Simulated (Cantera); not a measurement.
Ignition delay

Mixture: CH4 : H2 : O2 : N2 : CO2 = 1 : 0.4 : 1.47 : 4.25 : 0.074 (molar parts), equivalence ratio 1.5, at 210000 Pa, adiabatic and at constant volume. Ignition delay is the time to a rise of 400 K.

Detailed kinetics in Cantera: GRI-Mech 3.0 (53 species, 325 reactions).

```tsv
T0 (K)	delay (ms)
1125	3.13
1175	2.01
1225	1.31
1275	0.861
1325	0.572
1375	0.384
1425	0.262
1475	0.181
1525	0.128
1575	0.0922
```

| Item | Value |
|---|---|
| apparent activation energy between 1475 and 1575 K | 130 kJ/mol |
